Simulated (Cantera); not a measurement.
What does this Cantera script print?

```python
import numpy as np
import cantera as ct

gas_names = """
    C CH CH2 CH3 CH2OH CH3O CH4 CH3OH CO CO2 COOH C2 C2H CHCO,ketyl C2H2,acetylene C2H2,vinylidene
    CH2CO,ketene C2H3,vinyl CH3CO,acetyl C2H4 C2H4O,ethylen CH3CHO,ethanal CH3COOH (HCOOH)2 C2H5 C2H6
    CH3OCH3 C2H5OH C2O C3 C3H3,propargyl C3H4,allene C3H4,propyne C3H4,cyclo- C3H5,allyl C3H6,propylene
    C3H6,cyclo- C3H6O C3H7,n-propyl C3H7,i-propyl C3H8 C3H8O,1propanol C3H8O,2propanol C3O2 C4 C4H2
    C4H4,1,3-cyclo- C4H6,butadiene C4H6,2-butyne C4H6,cyclo- C4H8,1-butene C4H8,cis2-buten
    C4H8,tr2-butene C4H8,isobutene C4H8,cyclo- (CH3COOH)2 C4H9,n-butyl C4H9,i-butyl C4H9,s-butyl
    C4H9,t-butyl C4H10,isobutane C4H10,n-butane C5 C5H6,1,3cyclo- C5H8,cyclo- C5H10,1-pentene
    C5H10,cyclo- C5H11,pentyl C5H11,t-pentyl C5H12,n-pentane C5H12,i-pentane CH3C(CH3)2CH3 C6H2
    C6H5,phenyl C6H5O,phenoxy C6H6 C6H5OH,phenol C6H10,cyclo- C6H12,1-hexene C6H12,cyclo- C6H13,n-hexyl
    C7H7,benzyl C7H8 C7H8O,cresol C7H14,1-heptene C7H15,n-heptyl C7H16,n-heptane C8H8,styrene
    C8H10,ethylbenz C8H16,1-octene C8H17,n-octyl C8H18,isooctane C8H18,n-octane C9H19,n-nonyl
    C10H8,naphthale C10H21,n-decyl C12H9,o-bipheny C12H10,bipheny H HCO HO2 H2 HCHO,formaldehy HCOOH H2O
    H2O2 O OH O2 O3 Pb PbO Pb2
""".split()
cond_names = """
    C(gr) C6H6(L) C7H8(L) C8H18(L),n-octa H2O(s) H2O(L) Pb(cr) Pb(L) PbO(rd) PbO(yw) PbO(L) PbO2(s)
    Pb3O4(s)
""".split()


def load(file, names, dense=False):
    # The tables refer to 1 bar. Condensed volumes are neglected.
    table = {s.name: s for s in ct.Species.list_from_file(file)}
    out = []
    for n in names:
        d = dict(table[n].input_data)
        d["thermo"] = dict(d["thermo"], **{"reference-pressure": 1e5})
        if dense:
            d["equation-of-state"] = {"model": "constant-volume", "density": "1e6 g/cm^3"}
        out.append(ct.Species.from_dict(d))
    return out


gas = ct.Solution(thermo="ideal-gas", species=load("nasa_gas.yaml", gas_names))
cond = {s.name: ct.Solution(thermo="fixed-stoichiometry", species=[s], name=s.name)
        for s in load("nasa_condensed.yaml", cond_names, dense=True)}
atoms = {
    'PbO': {'Pb': 1, 'O': 1},
    'C': {'C': 1},
    'H2': {'H': 2},
}
top_T = {'C(gr)': 4500, 'Pb3O4(s)': 820}  # K; cautious upper limits of use, not melting points


def equilibrate(T, P, feed):
    n = {}
    for name, mol in feed.items():
        for a, k in atoms[name].items():
            n[a] = n.get(a, 0.0) + k * mol
    gas.TPX = T, P, n
    mass = sum(n.values()) * gas.mean_molecular_weight
    gas.equilibrate("TP")
    valid = [c for c in cond.values() if c.min_temp <= T <= top_T.get(c.name, c.max_temp)]
    mix = ct.Mixture([(gas, mass / gas.mean_molecular_weight)] + [(c, 0.0) for c in valid])
    mix.T, mix.P = T, P
    mix.equilibrate("TP", solver="vcs", rtol=1e-11, max_steps=5000)
    return mix


results = []
feed = {'PbO': 1, 'C': 0.44, 'H2': 1.1}  # mol
T = 2000  # K
P = 14000  # Pa
mix = equilibrate(T, P, feed)
results.append((T, P, feed, dict(zip(mix.species_names, mix.species_moles))))
print(gas.report(threshold=0.001))
for i in range(1, mix.n_phases):
    print(f"{mix.phase(i).name:16s} {mix.phase_moles(i):12.5e} mol")
```

It prints:

```
       temperature   2000 K
          pressure   14000 Pa
           density   0.076388 kg/m^3
  mean mol. weight   90.732 kg/kmol
   phase of matter   gas

                          1 kg             1 kmol
                     ---------------   ---------------
          enthalpy        6.1693e+05        5.5975e+07  J
   internal energy        4.3365e+05        3.9347e+07  J
           entropy            2817.8        2.5567e+05  J/K
    Gibbs function       -5.0187e+06       -4.5536e+08  J
 heat capacity c_p            384.83             34916  J/K
 heat capacity c_v            293.19             26602  J/K

                      mass frac. Y      mole frac. X     chem. pot. / RT
                     ---------------   ---------------   ---------------
                CO          0.045422           0.14714           -38.232
               CO2          0.012568          0.025912           -60.979
                 H        2.3593e-05         0.0021237           -11.439
                H2         0.0053048           0.23875           -22.879
               H2O          0.038265           0.19272           -45.626
                Pb           0.89437           0.39164             -14.9
               PbO         0.0035335         0.0014364           -37.646
     [ +106 minor]        0.00050953        0.00027718

C(gr)             0.00000e+00 mol
Pb(L)             0.00000e+00 mol
PbO(L)            0.00000e+00 mol
```

These are equilibrium values from Cantera (NASA tables, ideal gas, pure condensed phases), not measurements of a reactor. Gases not in the tables: (PbO)n polymers.
